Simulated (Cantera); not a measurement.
# Adiabatic ignition

An adiabatic, constant-volume homogeneous reactor starts with 6.12 % CH4, 0.434 % H2, 7.77 % O2, 85.7 % N2, equivalence ratio 1.6, at 1523 K and 101000 Pa.

Computed with Cantera and GRI-Mech 3.0 (53 species, 325 reactions).

| t (s) | T (K) | P (bar) | x CH4 | x H2 | x O2 | x H | x CO2 |
|---|---|---|---|---|---|---|---|
| 6.00e-6 | 1523 | 1.01 | 0.0612 | 0.00434 | 0.0777 | 2.08e-8 | <1e-12 |
| 1.38e-5 | 1523 | 1.01 | 0.0612 | 0.00435 | 0.0777 | 2.41e-8 | 5.83e-12 |
| 3.17e-5 | 1523 | 1.01 | 0.0612 | 0.00435 | 0.0777 | 3.28e-8 | 5.58e-11 |
| 7.29e-5 | 1523 | 1.01 | 0.0612 | 0.00435 | 0.0777 | 5.81e-8 | 7.05e-10 |
| 0.000167 | 1523 | 1.01 | 0.0612 | 0.00435 | 0.0777 | 1.46e-7 | 1.27e-8 |
| 0.000385 | 1523 | 1.01 | 0.0610 | 0.00436 | 0.0776 | 4.90e-7 | 3.11e-7 |
| 0.000885 | 1529 | 1.02 | 0.0597 | 0.00455 | 0.0769 | 1.72e-6 | 6.29e-6 |
| 0.00203 | 2265 | 1.59 | 4.23e-8 | 0.0408 | 0.000394 | 0.0105 | 0.0124 |
| 0.00468 | 2360 | 1.64 | <1e-12 | 0.0439 | 1.77e-5 | 0.00231 | 0.0134 |
| 0.0107 | 2362 | 1.64 | <1e-12 | 0.0439 | 1.57e-5 | 0.00217 | 0.0134 |
| 0.0247 | 2361 | 1.64 | <1e-12 | 0.0439 | 1.57e-5 | 0.00217 | 0.0134 |
| 0.0568 | 2361 | 1.64 | <1e-12 | 0.0439 | 1.56e-5 | 0.00217 | 0.0134 |
| 0.131 | 2361 | 1.64 | <1e-12 | 0.0439 | 1.56e-5 | 0.00217 | 0.0134 |
| 0.300 | 2361 | 1.64 | <1e-12 | 0.0439 | 1.56e-5 | 0.00217 | 0.0134 |
x: mole fraction; the columns are a selection and need not sum to one.

| Property | Result |
|---|---|
| time of steepest temperature rise | 2.01 ms |
| temperature at 0.300 s | 2361 K |
| equilibrium temperature | 2361 K |
| x(CH4) at 0.300 s | <1e-12 (gas-phase equilibrium <1e-12) |
| x(H2) at 0.300 s | 0.0439 (gas-phase equilibrium 0.0439) |
| x(O2) at 0.300 s | 1.56e-5 (gas-phase equilibrium 1.56e-5) |
